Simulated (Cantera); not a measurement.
Charge: 1 mol C, 0.15 mol NH3, a varied amount of H2, at 2998.15 K and 0.975 Torr.

Equilibrium computed with Cantera from the NASA thermochemical tables; the gas is ideal and each condensed phase is pure. Candidate condensed phases: C, C6H6, C7H8, C8H18; 92 gas species. The numbers say what is thermodynamically allowed, not how fast it happens.

Question: At 27 mol H2, list the 7 most abundant gas species with their mole fractions, and the condensed phases.

Answer: H 0.940, H2 0.0466, C 0.00809, C3 0.00222, C2 0.00107, N2 0.000958, CN 0.000585. Condensed: gas only.
